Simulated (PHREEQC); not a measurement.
A column of 1 m (40 cells, dispersivity 0.05 m, 300 s a shift, diffusion coefficient 3e-10 m²/s) holds 0.037 eq of the database's cation exchanger X per kg of pore water, first in equilibrium with 0.00061 mol MgCl2 and 1e-05 mol HCl per kg of water. It is flushed with 0.0067 mol/kgw (NH4)2SO4 and 1e-05 mol/kgw HCl, at 40 °C. Values are for the last cell. CO2 from the air is kept out. Precipitation was switched off in this run.

Base run: PHREEQC, ion-association model, phreeqc.dat. Each further column changes one thing. The table gives Mg in solution (mol/kgw).

| pore volumes | base | exchange capacity from 0.037 to 0.018 eq/kgw | dispersivity from 0.05 to 0.1 m |
|---|---|---|---|
| 0 | 0.000610 | 0.000610 | 0.000610 |
| 0.7625 | 0.00204 | 0.00199 | ? |
| 1.512 | 0.00526 | 0.00358 | 0.00448 |
| 2.513 | 0.00323 | ? | 0.00298 |
| 3.263 | 0.00223 | 0.00105 | 0.00215 |
| 4.013 | 0.00165 | ? | 0.00162 |
| 4.763 | 0.00127 | 0.000536 | 0.00128 |
| 5.513 | 0.00102 | 0.000409 | ? |
| 6.513 | 0.000795 | 0.000295 | 0.000819 |
| 7.263 | 0.000672 | ? | ? |
| 8.012 | 0.000575 | 0.000190 | 0.000602 |

Question: What belongs in the gaps?

Answer: 
- 0.7625, dispersivity from 0.05 to 0.1 m: 0.00259
- 2.513, exchange capacity from 0.037 to 0.018 eq/kgw: 0.00166
- 4.013, exchange capacity from 0.037 to 0.018 eq/kgw: 0.000730
- 5.513, dispersivity from 0.05 to 0.1 m: 0.00104
- 7.263, exchange capacity from 0.037 to 0.018 eq/kgw: 0.000236
- 7.263, dispersivity from 0.05 to 0.1 m: 0.000697

Away from 25 °C the constants follow the database's enthalpies or fits; those with neither stay at their 25 °C values.
